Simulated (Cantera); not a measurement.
Cantera run, input and output.

```python
import numpy as np
import cantera as ct

gas = ct.Solution("gri30.yaml")
gas.TPX = 1125, 470, {'H2': 0.072, 'O2': 1}
reactor = ct.IdealGasConstPressureReactor(gas, energy="off", clone=False)
net = ct.ReactorNet([reactor])
net.rtol, net.atol = 1e-08, 1e-18
show = ['H2', 'O2', 'OH', 'HO2', 'H2O']
times = np.geomspace(0.0004, 1, 13)

steps = ct.SolutionArray(gas, extra=["t"])
rows = []
print(f"{'t/s':>10s}{'T/K':>9s}{'P/Pa':>11s}" + "".join(f"{s:>11s}" for s in show))
for t in times:
    while net.time < t:
        t_next = net.step()
        steps.append(gas.state, t=t_next)
    rows.append([np.interp(t, steps.t, y) for y in (steps.T, steps.P, *steps(*show).X.T)])
    print(f"{t:10.3e}{rows[-1][0]:9.1f}{rows[-1][1]:11.4g}" + "".join(f"{x:11.3e}" for x in rows[-1][2:]))
rate = np.gradient(steps.T, steps.t)
print("integrator steps:", len(steps.t))
if steps.T.max() > steps.T[0] + 200:
    print(f"time of steepest temperature rise: {steps.t[rate.argmax()]:.4e} s")
gas.TPX = 1125, 470, {'H2': 0.072, 'O2': 1}
gas.equilibrate("TP")
print(f"equilibrium (TP): T = {gas.T:.1f} K  " + "  ".join(f"{s} {gas[s].X[0]:.3e}" for s in show))
```

Output:

```
       t/s      T/K       P/Pa         H2         O2         OH        HO2        H2O
 4.000e-04   1125.0        470  6.716e-02  9.328e-01  8.831e-10  1.786e-09  8.538e-10
 7.678e-04   1125.0        470  6.716e-02  9.328e-01  2.938e-09  3.433e-09  5.010e-09
 1.474e-03   1125.0        470  6.716e-02  9.328e-01  1.675e-08  6.636e-09  4.145e-08
 2.828e-03   1125.0        470  6.716e-02  9.328e-01  3.517e-07  1.412e-08  9.962e-07
 5.429e-03   1125.0        470  6.673e-02  9.325e-01  1.107e-04  4.217e-07  3.195e-04
 1.042e-02   1125.0        470  4.929e-03  8.901e-01  5.039e-03  2.073e-06  5.063e-02
 2.000e-02   1125.0        470  1.366e-03  8.864e-01  3.308e-03  1.905e-06  5.731e-02
 3.839e-02   1125.0        470  1.232e-03  8.909e-01  3.150e-03  1.887e-06  5.879e-02
 7.368e-02   1125.0        470  1.038e-03  8.982e-01  2.900e-03  1.848e-06  6.099e-02
 1.414e-01   1125.0        470  7.494e-04  9.081e-01  2.473e-03  1.744e-06  6.383e-02
 2.714e-01   1125.0        470  4.222e-04  9.183e-01  1.862e-03  1.506e-06  6.653e-02
 5.210e-01   1125.0        470  1.760e-04  9.254e-01  1.204e-03  1.109e-06  6.822e-02
 1.000e+00   1125.0        470  5.757e-05  9.287e-01  6.896e-04  6.574e-07  6.897e-02
integrator steps: 989
equilibrium (TP): T = 1125.0 K  H2 2.550e-09  O2 9.305e-01  OH 4.678e-06  HO2 3.673e-09  H2O 6.950e-02
```

Model: GRI-Mech 3.0 (53 species, 325 reactions), integrated in Cantera. Radical loss at walls, strong at low pressure, is not modelled. The temperature is held fixed by assumption; the heat of reaction is taken as removed at once.
